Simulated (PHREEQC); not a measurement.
Consider water at 25 °C with 0.49 mol NH4HF2, 0.00079 mol H2SiF6, 0.0036 mol HBF4 and 0.0069 mol HCl per kg of water. Closed to the air; pH follows from the charge balance.

Model: ion-association model, phreeqc.dat, run in PHREEQC.

This is a speciation only: nothing precipitates in the calculation.

Question: Estimate the pH, activity of water.

Answer: pH 2.89; activity of water 0.979.

Question: In which forms is F present?

Answer: HF2- 47 %, HF 26 %, F- 24 %, BF4- 1.4 % of the F.

SiF6-2 is the database's only silicon fluoride. Real BF4- forms and hydrolyses slowly; the run takes it at equilibrium.
